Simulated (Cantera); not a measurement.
Input: 1 mol SiH2Cl2, 81 mol N2, equilibrated at 1.30 mbar.

These are equilibrium values from Cantera (NASA tables, ideal gas, pure condensed phases), not measurements of a reactor. Candidate condensed phases: NH4Cl, Si, Si3N4; 28 gas species. The tables' values for SiCl, SiN are old estimates; treat these amounts as uncertain. Kinetics and transport are ignored. All values below are at 1823 K.

Base state: N2 0.972, SiCl2 0.00868, H2 0.00863, HCl 0.00562, Si 0.00269, H 0.00112, Cl 0.000555, SiCl 0.000444 (mole fractions); condensed: gas only.

What changes in the equilibrium state with this change: pressure from 1.30 mbar to 0.110 bar?


| species | before | after |
|---|---|---|
| N2 | 0.972 | 0.976 |
| HCl | 0.00562 | 0.00883 |
| H2 | 0.00863 | 0.00761 |
| Si | 0.00269 | 9.71e-6 |
| SiCl2 | 0.00868 | 0.00743 |
| Si2 | 1.38e-5 | 1.52e-8 |
| Si2N | 4.91e-5 | 4.99e-7 |
| SiN | 3.96e-5 | 1.32e-6 |
| SiCl | 0.000444 | 2.47e-5 |
| Si3N4(s), mol | 0 | 0.124 |
The tables' values for SiCl3, SiCl are old estimates; treat these amounts as uncertain.
